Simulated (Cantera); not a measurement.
An isothermal, constant-pressure homogeneous reactor starts with 19.1 % H2, 47.8 % O2, 33.0 % N2, at 1298 K and 0.00110 bar.

Cantera simulation using GRI-Mech 3.0 (53 species, 325 reactions); the numbers are that mechanism's predictions, not measurements. Radical loss at walls, strong at low pressure, is not modelled. The temperature is held fixed by assumption; the heat of reaction is taken as removed at once.

x: mole fraction; the columns are a selection and need not sum to one.

```
t (s)        x H2   x O2     x N2O      x OH       x O    x NO       x H
--------  -------  -----  --------  --------  --------  ------  --------
3.00e-6     0.191  0.478    <1e-12    <1e-12    <1e-12  <1e-12  1.15e-10
1.69e-5     0.191  0.478    <1e-12  7.58e-12  7.68e-12  <1e-12  6.41e-10
9.49e-5     0.191  0.478    <1e-12  2.11e-10  2.26e-10  <1e-12   3.46e-9
0.000533    0.191  0.478    <1e-12   4.30e-9   5.52e-9  <1e-12   1.98e-8
0.00300     0.191  0.478    <1e-12   2.30e-7   3.39e-7  <1e-12   7.08e-7
0.0169     0.0166  0.378  6.57e-11    0.0122    0.0578       …    0.0738
0.0949     0.0117  0.373  1.51e-10    0.0109    0.0636       …    0.0707
0.533      0.0109  0.378  1.63e-10    0.0106    0.0568       …    0.0607
3.00      0.00662  0.399  2.40e-10   0.00851    0.0297       …    0.0240
```

**Question.** Some entries are withheld; supply them.

**Answer.** 
- 0.0169, x NO: 7.88e-9
- 0.0949, x NO: 2.21e-7
- 0.533, x NO: 1.27e-6
- 3.00, x NO: 4.06e-6
